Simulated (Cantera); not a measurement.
An adiabatic, constant-volume homogeneous reactor starts with CO : H2 : CH4 : O2 : N2 = 1 : 0.66 : 0.087 : 1.34 : 5.03 (molar parts), equivalence ratio 0.75, at 1248 K and 2550 Torr. Integrator tolerance rtol = 1e-08.

Model: GRI-Mech 3.0 (53 species, 325 reactions), integrated in Cantera.

| quantity | before | after |
|---|---|---|
| time of steepest temperature rise | 23.1 µs | 24.2 µs |
| temperature at 4.00 s | 2848 K | 2663 K |
| equilibrium temperature | 2848 K | 2663 K |
| x(CO) at 4.00 s | 0.0345 (gas-phase equilibrium 0.0345) | 0.0250 (gas-phase equilibrium 0.0250) |
| x(H2) at 4.00 s | 0.00432 (gas-phase equilibrium 0.00432) | 0.00318 (gas-phase equilibrium 0.00318) |
| x(CH4) at 4.00 s | <1e-12 (gas-phase equilibrium <1e-12) | <1e-12 (gas-phase equilibrium <1e-12) |
| x(CH2O) at 4.00 s | 4.31e-10 (gas-phase equilibrium 4.31e-10) | 1.08e-10 (gas-phase equilibrium 1.08e-10) |
| x(HCO) at 4.00 s | 5.33e-8 (gas-phase equilibrium 5.33e-8) | 1.46e-8 (gas-phase equilibrium 1.46e-8) |
| x(NO) at 4.00 s | 0.0175 (gas-phase equilibrium 0.0175) | 0.0133 (gas-phase equilibrium 0.0133) |
| x(N2O) at 4.00 s | 2.42e-6 (gas-phase equilibrium 2.42e-6) | 1.26e-6 (gas-phase equilibrium 1.26e-6) |

Task: What was changed between the two runs?
(A) initial temperature 1248 to 1600 K
(B) pressure from 2550 Torr to 1200 Torr
(C) constant pressure in place of constant volume
(D) O2 1.34 to 1.7 parts

Result: C, constant pressure in place of constant volume
